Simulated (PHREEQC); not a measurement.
Make-up at 25 °C: 2.9 mmol/kgw HCl, 27 mmol/kgw ZnSO4 and 150 mmol/kgw MnSO4. It is in equilibrium with CO2 at log p = -3.4 (atm). Otherwise closed; pH follows from the charge balance.

Computed with PHREEQC (ion-association model, wateq4f.dat).

This is a speciation only: nothing precipitates in the calculation.

**Question.** Order these Mn species by the share of Mn that they hold, largest first: MnSO4, MnCl+, Mn+2.

**Answer.** Mn+2 (54 %), MnSO4 (46 %), MnCl+ (0.15 %)

**Question.** Order these Cl species by the share of Cl that they hold, largest first: Cl-, ZnCl+, MnCl+.

**Answer.** Cl- (92 %), MnCl+ (7.8 %), ZnCl+ (0.64 %)

The pH is 3.14 and the ionic strength 0.360 mol/kgw.
